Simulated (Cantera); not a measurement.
Cantera with NASA thermochemical tables; ideal gases at 1 bar, condensed phases pure. Values are per mole of reaction as written; species without (g) are pure solids or liquids, kept so even where they would boil at 1 bar. ZrN: taken at fixed stoichiometry.

### Question
Between 300 and 2723 K, where is each reaction favourable under standard conditions?
- 2 ZrN + 4 N2O(g) → 5 N2(g) + 2 ZrO2

### Answer
- 2 ZrN + 4 N2O(g) → 5 N2(g) + 2 ZrO2: ΔG° is -1821 kJ at 300 K and -2067 kJ at 2723 K; it stays negative (K > 1). ΔH° is -1833 kJ and ΔS° 86 J/K at 2723 K.
